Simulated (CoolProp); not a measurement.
Aqueous ammonia as a coolant, at 29 °C, 1 atm.

Values from CoolProp's Melinder's fits for secondary coolants.

| mass % | freezing point (°C) | Prandtl number | density (kg/m³) | viscosity (mPa s) | cp (kJ/(kg K)) |
|---|---|---|---|---|---|
| 3.2 | -3.8 | 6.17 | 981.7 | 0.869 | 4.184 |
| 5.3 | -6.5 | 6.41 | 972.9 | 0.881 | 4.187 |
| 7.3 | -9.3 | 6.60 | 964.8 | 0.886 | 4.190 |
| 9.4 | -12.6 | 6.81 | 956.6 | 0.895 | 4.192 |
| 11.5 | -16.2 | 7.08 | 948.6 | 0.910 | 4.193 |
| 13.5 | -20.1 | 7.39 | 941.2 | 0.930 | 4.195 |
| 15.6 | -24.6 | 7.76 | 933.6 | 0.955 | 4.197 |
| 17.7 | -29.8 | 8.13 | 926.2 | 0.978 | 4.200 |
| 19.7 | -35.5 | 8.44 | 919.2 | 0.996 | 4.203 |
| 21.8 | -42.5 | 8.69 | 912.1 | 1.01 | 4.208 |
| 23.9 | -50.6 | 8.85 | 905.1 | 1.01 | 4.214 |
| 25.9 | -59.8 | 8.95 | 898.6 | 1.00 | 4.220 |
